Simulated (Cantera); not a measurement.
# Equilibrium for calcination and drying: CaCO3 + H2 + CO2

A closed system holds: 1 mol CaCO3, 2.7 mol H2, 0.017 mol CO2, held at 0.000180 bar.

Equilibrium computed with Cantera from the NASA thermochemical tables; the gas is ideal and each condensed phase is pure. Candidate condensed phases: C, C6H6, C7H8, C8H18, Ca, CaCO3, CaO, Ca(OH)2, H2O; 115 gas species. Kinetics and transport are ignored.

From 1198 K to 2173 K the condensed part is CaO(s).

```tsv
T (K)	log p H2	log p CO	log p H2O	log p H	log p CO2	log p OH	log p Ca	log p O	n CaO(s)
1198	-4.03	-4.42	-4.42	-8.74	-4.95	-11.23	<-15	<-15	1.00
1273	-4.04	-4.41	-4.41	-8.17	-5.00	-10.47	-14.69	-14.61	1.00
1348	-4.04	-4.40	-4.40	-7.66	-5.04	-9.80	-13.45	-13.45	1.00
1423	-4.05	-4.39	-4.39	-7.20	-5.08	-9.21	-12.35	-12.41	1.00
1498	-4.05	-4.38	-4.38	-6.79	-5.12	-8.67	-11.35	-11.47	1.000
1573	-4.05	-4.37	-4.37	-6.42	-5.16	-8.18	-10.46	-10.62	1.000
1648	-4.06	-4.37	-4.37	-6.08	-5.19	-7.74	-9.65	-9.85	1.000
1723	-4.06	-4.37	-4.37	-5.77	-5.22	-7.34	-8.91	-9.14	1.000
1798	-4.07	-4.37	-4.37	-5.49	-5.24	-6.97	-8.23	-8.50	1.000
1873	-4.08	-4.37	-4.37	-5.23	-5.27	-6.63	-7.62	-7.90	0.999
1948	-4.10	-4.37	-4.38	-5.00	-5.29	-6.32	-7.05	-7.34	0.998
2023	-4.13	-4.38	-4.39	-4.79	-5.31	-6.03	-6.53	-6.82	0.992
2098	-4.17	-4.39	-4.41	-4.60	-5.33	-5.76	-6.06	-6.34	0.978
2173	-4.24	-4.42	-4.45	-4.44	-5.35	-5.52	-5.63	-5.87	0.938
```
log p: log10 of the partial pressure in bar; n: condensed amount in mol.
